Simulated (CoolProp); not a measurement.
Values from CoolProp's reference Helmholtz-energy equation of state, Schmidt 1985.

Task: For oxygen, give the phase and the cp (kJ/(kg K)), isothermal compressibility (1/MPa), expansivity (1/kK), Prandtl number at 108.2 K and 252 bar.

Result: 
- 108.2 K and 252 bar: liquid; cp 1.62, isothermal compressibility 0.00198, expansivity 3.78, Prandtl number 1.83

Viscosity comes from a separate model (Lemmon 2004). Thermal conductivity comes from a separate model (Lemmon 2004).
